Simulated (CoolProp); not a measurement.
Properties of tetradecamethylhexasiloxane (MD4M) along the isobar 4.83 MPa (Tc = 653.2 K, pc = 0.8286 MPa, ω = 0.800).

Values from CoolProp's reference Helmholtz-energy equation of state, Thol 2019.

```json
[
 {"T (K)": "357.2", "phase": "liquid", "density (kg/m³)": "838.1", "cp (kJ/(kg K))": "1.842", "cv (kJ/(kg K))": "1.591", "Joule-Thomson coefficient (K/MPa)": "-0.3935", "fugacity coefficient": "5.688e-5"},
 {"T (K)": "367.8", "phase": "liquid", "density (kg/m³)": "828.4", "cp (kJ/(kg K))": "1.864", "cv (kJ/(kg K))": "(withheld)", "Joule-Thomson coefficient (K/MPa)": "-0.3826", "fugacity coefficient": "0.0001106"},
 {"T (K)": "378.5", "phase": "liquid", "density (kg/m³)": "818.5", "cp (kJ/(kg K))": "1.886", "cv (kJ/(kg K))": "1.640", "Joule-Thomson coefficient (K/MPa)": "-0.3714", "fugacity coefficient": "0.0002055"},
 {"T (K)": "389.1", "phase": "liquid", "density (kg/m³)": "808.7", "cp (kJ/(kg K))": "1.907", "cv (kJ/(kg K))": "1.663", "Joule-Thomson coefficient (K/MPa)": "-0.3600", "fugacity coefficient": "0.0003622"},
 {"T (K)": "399.7", "phase": "liquid", "density (kg/m³)": "798.9", "cp (kJ/(kg K))": "1.928", "cv (kJ/(kg K))": "1.687", "Joule-Thomson coefficient (K/MPa)": "-0.3482", "fugacity coefficient": "0.0006120"},
 {"T (K)": "410.3", "phase": "liquid", "density (kg/m³)": "789.0", "cp (kJ/(kg K))": "1.948", "cv (kJ/(kg K))": "1.709", "Joule-Thomson coefficient (K/MPa)": "-0.3360", "fugacity coefficient": "0.0009950"},
 {"T (K)": "420.9", "phase": "liquid", "density (kg/m³)": "779.2", "cp (kJ/(kg K))": "1.968", "cv (kJ/(kg K))": "1.732", "Joule-Thomson coefficient (K/MPa)": "-0.3233", "fugacity coefficient": "0.001562"},
 {"T (K)": "431.6", "phase": "liquid", "density (kg/m³)": "769.2", "cp (kJ/(kg K))": "1.988", "cv (kJ/(kg K))": "1.754", "Joule-Thomson coefficient (K/MPa)": "(withheld)", "fugacity coefficient": "0.002383"},
 {"T (K)": "442.2", "phase": "liquid", "density (kg/m³)": "759.2", "cp (kJ/(kg K))": "2.008", "cv (kJ/(kg K))": "1.776", "Joule-Thomson coefficient (K/MPa)": "(withheld)", "fugacity coefficient": "0.003516"},
 {"T (K)": "452.8", "phase": "liquid", "density (kg/m³)": "749.2", "cp (kJ/(kg K))": "2.027", "cv (kJ/(kg K))": "1.798", "Joule-Thomson coefficient (K/MPa)": "-0.2819", "fugacity coefficient": "0.005049"},
 {"T (K)": "463.4", "phase": "liquid", "density (kg/m³)": "739.1", "cp (kJ/(kg K))": "2.046", "cv (kJ/(kg K))": "1.819", "Joule-Thomson coefficient (K/MPa)": "-0.2669", "fugacity coefficient": "0.007074"},
 {"T (K)": "474", "phase": "liquid", "density (kg/m³)": "729.0", "cp (kJ/(kg K))": "(withheld)", "cv (kJ/(kg K))": "1.840", "Joule-Thomson coefficient (K/MPa)": "(withheld)", "fugacity coefficient": "0.009687"},
 {"T (K)": "484.7", "phase": "liquid", "density (kg/m³)": "718.8", "cp (kJ/(kg K))": "2.083", "cv (kJ/(kg K))": "1.861", "Joule-Thomson coefficient (K/MPa)": "-0.2344", "fugacity coefficient": "0.01302"},
 {"T (K)": "495.3", "phase": "liquid", "density (kg/m³)": "708.5", "cp (kJ/(kg K))": "2.101", "cv (kJ/(kg K))": "1.882", "Joule-Thomson coefficient (K/MPa)": "-0.2168", "fugacity coefficient": "0.01712"},
 {"T (K)": "505.9", "phase": "liquid", "density (kg/m³)": "698.2", "cp (kJ/(kg K))": "2.119", "cv (kJ/(kg K))": "1.902", "Joule-Thomson coefficient (K/MPa)": "-0.1983", "fugacity coefficient": "0.02212"}
]
```

**Question.** Some entries are withheld; supply them.

**Answer.** 
- 367.8, cv (kJ/(kg K)): 1.616
- 431.6, Joule-Thomson coefficient (K/MPa): -0.3100
- 442.2, Joule-Thomson coefficient (K/MPa): -0.2963
- 474, cp (kJ/(kg K)): 2.065
- 474, Joule-Thomson coefficient (K/MPa): -0.2511
